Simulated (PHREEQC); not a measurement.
Solution A (0.0012 mol PbCl2 and 0.0011 mol HNO3 per kg of water) is mixed with solution B (14 mmol/kgw NiSO4, 120 mmol/kgw KCl and 1.2 mmol/kgw H2SO4) at 25 °C; shares are by mass of water, 1 kg in all. Oxygen is held at 0.21 atm. No CO2 enters from the air. The run lets Litharge, Anglesite, Cotunnite, Laurionite, Larnakite, Ni(OH)2, Ni4(OH)6SO4, Morenosite precipitate or redissolve, and no other solid.

The series has 11 steps of share of solution B, from 0 to 1.

Equilibrium calculation in PHREEQC: ion-association model, wateq4f.dat.

Problem. Which solids form, in which order, and at which step of the series does each first stand?

Solution. Anglesite from share of solution B = 0.1 (pH 2.97), last present at share of solution B = 0.9.

Complexes and solids missing from the database can't appear.
